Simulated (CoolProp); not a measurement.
A single-stage vapour-compression cycle with the fluid: evaporating at 319.15 K (dew point), condensing at 375.15 K (bubble point), superheat 10 K, subcooling 0 K, compressor efficiency 0.75, no pressure losses. The same conditions are run with several fluids, on thermodynamics alone (safety and materials aside).

Model: reference Helmholtz-energy equation of state of each fluid (R245ca: Zhou 2016; isobutene: Lemmon 2005; hexamethyldisiloxane (MM): Thol 2016; propyne: Polt 1992; water: Wagner 2002; isobutane: Bücker 2006), in CoolProp. The equations of Platzer and Polt are older, rougher fits.

Problem. Rank R245ca, isobutene, hexamethyldisiloxane (MM), propyne, water, isobutane by cooling COP, highest first.

Solution. water (3.35), R245ca (3.06), propyne (2.89), isobutene (2.87), hexamethyldisiloxane (MM) (2.85), isobutane (2.61)

| fluid | pressure ratio | discharge temperature (K) | refrigerating effect (kJ/kg) | volumetric capacity (kJ/m³) |
|---|---|---|---|---|
| R245ca | 4.60 | 379.1 | 119 | 1310 |
| isobutene | 3.45 | 385.8 | 199 | 2550 |
| hexamethyldisiloxane (MM) | 7.13 | 375.2 | 121 | 108 |
| propyne | 3.38 | 407.4 | 281 | 4920 |
| water | 10.8 | 660.4 | 2180 | 145 |
| isobutane | 3.33 | 381.9 | 163 | 2470 |

The compression ends wet for: hexamethyldisiloxane (MM).
